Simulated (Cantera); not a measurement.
Feed: 1 mol Si₃N₄, 0.21 mol C, 0.076 mol H₂, at 100 Pa.

Method: chemical equilibrium by Gibbs-energy minimisation in Cantera with the NASA 1993 tables (ideal gas, pure condensed phases). Candidate condensed phases: C, C₆H₆, C₇H₈, C₈H₁₈, Si, SiC, Si₃N₄; 105 gas species. Mutual solubility and eutectic melting of coexisting phases are not modelled. The numbers say what is thermodynamically allowed, not how fast it happens.

### Question
At 1625 K, list the 5 most abundant gas species with their mole fractions, and the condensed phases.

### Answer
N₂ 0.648, H₂ 0.351, H 0.00132, Si 0.000129, HCN 1.64e-5. Condensed: SiC(s) + Si₃N₄(s).
